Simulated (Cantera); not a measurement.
## Moist CO burnout

An isothermal, constant-pressure homogeneous reactor starts with 2.02 % CO, 0.791 % O₂, 0.762 % H₂O, 96.4 % N₂, equivalence ratio 1.3, at 975 K and 0.470 bar.

Model: GRI-Mech 3.0 (53 species, 325 reactions), integrated in Cantera.

| t (s) | x CO | x O₂ | x H₂O | x OH | x NO |
|---|---|---|---|---|---|
| 0.000700 | 0.0202 | 0.00791 | 0.00762 | <1e-12 | <1e-12 |
| 0.00252 | 0.0202 | 0.00791 | 0.00762 | 1.71e-12 | <1e-12 |
| 0.00910 | 0.0202 | 0.00791 | 0.00762 | 1.12e-11 | <1e-12 |
| 0.0328 | 0.0202 | 0.00791 | 0.00762 | 5.16e-10 | <1e-12 |
| 0.118 | 0.0161 | 0.00590 | 0.00745 | 7.50e-6 | 1.84e-8 |
| 0.427 | 0.00361 | 1.60e-6 | 0.00682 | 4.95e-7 | 1.55e-7 |
| 1.54 | 0.00334 | 8.47e-9 | 0.00655 | 5.02e-8 | 1.54e-7 |
| 5.55 | 0.00323 | 2.94e-10 | 0.00644 | 1.06e-8 | 1.48e-7 |
| 20.0 | 0.00317 | 1.83e-11 | 0.00637 | 2.26e-9 | 1.29e-7 |
x: mole fraction; the columns are a selection and need not sum to one.

Equilibrium at this temperature and pressure: CO 0.00288, O₂ <1e-12, H₂O 0.00608, OH <1e-12, NO <1e-12 (gas phase only).
